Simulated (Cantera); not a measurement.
An adiabatic, constant-volume homogeneous reactor starts with H₂ : O₂ : N₂ : H₂O = 1 : 0.98 : 3.69 : 0.69 (molar parts), equivalence ratio 0.51, at 1050 K and 7500 Torr. Integrator tolerance rtol = 1e-08.

Model: GRI-Mech 3.0 (53 species, 325 reactions), integrated in Cantera. The hydrogen kinetics of GRI-Mech 3.0 are dated; newer H2 mechanisms differ, most at raised pressure.

### Question
What does this change do: constant pressure in place of constant volume?

### Answer
```
quantity                                                              before                                      after
---------------------------------  -----------------------------------------  -----------------------------------------
time of steepest temperature rise                                    4.71 ms                                    5.06 ms
temperature at 2.00 s                                                 2335 K                                     2115 K
equilibrium temperature                                               2335 K                                     2115 K
x(H₂) at 2.00 s                    0.000579 (gas-phase equilibrium 0.000579)  0.000214 (gas-phase equilibrium 0.000214)
x(O₂) at 2.00 s                        0.0760 (gas-phase equilibrium 0.0760)      0.0784 (gas-phase equilibrium 0.0784)
x(H₂O) at 2.00 s                         0.285 (gas-phase equilibrium 0.285)        0.287 (gas-phase equilibrium 0.287)
x(HO₂) at 2.00 s                     1.51e-5 (gas-phase equilibrium 1.51e-5)    6.33e-6 (gas-phase equilibrium 6.33e-6)
x(OH) at 2.00 s                      0.00513 (gas-phase equilibrium 0.00513)    0.00260 (gas-phase equilibrium 0.00260)
x(N₂O) at 2.00 s                     2.02e-6 (gas-phase equilibrium 2.02e-6)    8.89e-7 (gas-phase equilibrium 8.89e-7)
x(H₂O₂) at 2.00 s                    1.71e-6 (gas-phase equilibrium 1.71e-6)    6.77e-7 (gas-phase equilibrium 6.77e-7)
```

### Question
What does this change do: pressure from 7500 Torr to 975 Torr?

### Answer
```
quantity                                                              before                                    after
---------------------------------  -----------------------------------------  ---------------------------------------
time of steepest temperature rise                                    4.71 ms                                  1.98 ms
temperature at 2.00 s                                                 2335 K                                   2311 K
equilibrium temperature                                               2335 K                                   2311 K
x(H₂) at 2.00 s                    0.000579 (gas-phase equilibrium 0.000579)  0.00140 (gas-phase equilibrium 0.00140)
x(O₂) at 2.00 s                        0.0760 (gas-phase equilibrium 0.0760)    0.0757 (gas-phase equilibrium 0.0757)
x(H₂O) at 2.00 s                         0.285 (gas-phase equilibrium 0.285)      0.282 (gas-phase equilibrium 0.282)
x(HO₂) at 2.00 s                     1.51e-5 (gas-phase equilibrium 1.51e-5)  8.38e-6 (gas-phase equilibrium 8.38e-6)
x(OH) at 2.00 s                      0.00513 (gas-phase equilibrium 0.00513)  0.00782 (gas-phase equilibrium 0.00782)
x(N₂O) at 2.00 s                     2.02e-6 (gas-phase equilibrium 2.02e-6)  6.91e-7 (gas-phase equilibrium 6.91e-7)
x(H₂O₂) at 2.00 s                    1.71e-6 (gas-phase equilibrium 1.71e-6)  5.74e-7 (gas-phase equilibrium 5.74e-7)
```
